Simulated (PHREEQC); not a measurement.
0.041 g of hydrous ferric oxide (600 m²/g; 0.2 weak and 0.005 strong sites per Fe, Dzombak-Morel constants, diffuse double layer) in 1 kg of water with 0.3 mol/kgw of an inert sodium salt and 3.9e-05 mol/kgw Ag2SO4, at 25 °C; the pH is set by adding NaOH or the inert anion's acid. O2 is buffered at 0.21 atm. CO2 from the air is kept out. Precipitation was switched off in this run.

Base run: PHREEQC, ion-association model, wateq4f.dat. Each further column changes one thing. The table gives Ag sorbed (%).

| pH | base | no electrostatic term (-no_edl) | background salt from 0.3 to 0.03 mol/kgw | oxide from 0.041 to 0.21 g/kgw | 1.1e-05 mol/kgw MgCl2 added |
|---|---|---|---|---|---|
| 3 | 0.0 | 0.0 | 0.0 | 0.0 | 0.0 |
| 4 | 0.0 | 0.0 | 0.0 | 0.0 | 0.0 |
| 5 | 0.1 | 0.0 | 0.1 | 0.4 | 0.1 |
| 5.5 | 0.3 | 0.0 | 0.5 | 1.8 | 0.3 |
| 6.5 | 2.1 | 1.0 | 2.3 | 10.4 | 2.1 |
| 7.5 | 3.6 | 3.4 | 3.8 | 17.8 | 3.6 |
| 8.5 | 9.9 | 9.3 | 10.8 | 39.3 | 9.6 |
| 9 | 19.9 | 14.8 | 22.3 | 60.9 | 18.2 |
| 10 | 51.3 | 20.7 | 59.0 | 91.2 | 43.4 |
| 11 | 68.3 | 20.8 | 81.1 | 97.9 | 56.2 |

The oxide is taken as insoluble; below pH 4 it would dissolve. In at least one series the solution becomes supersaturated in solids that the run did not let form, among them Ag2O.
